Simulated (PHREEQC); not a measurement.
Nickel, zinc or cadmium bath: an equilibrium model

Consider water at 50 °C with 0.14 mol CdCl2, 7.5e-05 mol KCl and 0.16 mol H2SO4 per kg of water. Closed to the air; pH follows from the charge balance.

Model: ion-association model, phreeqc.dat, run in PHREEQC.

This is a speciation only: nothing precipitates in the calculation.

Q: Estimate the pH, activity of water.

A: pH 0.84; activity of water 0.989.

Q: In which forms is K present?

A: K+ 96 %, KSO4- 3.6 % of the K.

Complexes and solids missing from the database can't appear. At this temperature some constants are extrapolated from 25 °C, and those without enthalpy data are left unchanged.
